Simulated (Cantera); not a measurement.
Thermodynamics of iron carbonyl, mercury and lead vapours, feed PbO + H2 + N2

Feed: 1 mol PbO, 0.04 mol H2, 0.35 mol N2, held at 1.30 bar.

Cantera equilibrium calculation (NASA polynomials, part measured and part estimated; ideal gas, pure solids and liquids). Candidate condensed phases: H2O, Pb, PbO, PbO2, Pb3O4; 27 gas species. Each liquid is taken as pure. Mutual solubility and eutectic melting of coexisting phases are not modelled. Gases not in the tables: (PbO)n polymers. The numbers say what is thermodynamically allowed, not how fast it happens.

```tsv
T (K)	x N2	x H2O	x Pb	x PbO	x H2	x Pb2	x NO	x OH	n Pb(l)	n PbO(yellow)	n PbO(l)
823	0.897	0.103	1.03e-7	1.75e-10	7.25e-6	<1e-12	<1e-12	<1e-12	0.0400	0.960	0
898	0.897	0.103	9.96e-7	5.28e-9	1.01e-5	<1e-12	<1e-12	2.84e-12	0.0400	0.960	0
973	0.897	0.103	6.73e-6	9.30e-8	1.37e-5	1.40e-11	1.35e-11	4.69e-11	0.0400	0.960	0
1048	0.897	0.103	3.44e-5	1.07e-6	1.79e-5	2.14e-10	2.08e-10	5.18e-10	0.0400	0.960	0
1123	0.897	0.103	0.000141	8.80e-6	2.27e-5	2.26e-9	2.21e-9	4.13e-9	0.0399	0.960	0
1198	0.897	0.102	0.000480	5.04e-5	3.09e-5	1.75e-8	1.59e-8	2.43e-8	0.0398	0	0.960
1273	0.896	0.102	0.00141	0.000215	4.40e-5	1.06e-7	8.36e-8	1.11e-7	0.0394	0	0.960
1348	0.893	0.102	0.00367	0.000773	6.07e-5	5.21e-7	3.62e-7	4.28e-7	0.0385	0	0.960
1423	0.888	0.101	0.00862	0.00240	8.13e-5	2.15e-6	1.33e-6	1.42e-6	0.0366	0	0.959
1498	0.875	0.0999	0.0185	0.00662	0.000106	7.67e-6	4.26e-6	4.16e-6	0.0325	0	0.957
1573	0.850	0.0969	0.0369	0.0164	0.000132	2.41e-5	1.20e-5	1.09e-5	0.0247	0	0.953
```
x: gas mole fraction; n: condensed amount in mol.

From 823 K to 1123 K the condensed part is Pb(l) + PbO(yellow). From 1198 K to 1573 K the condensed part is Pb(l) + PbO(l).
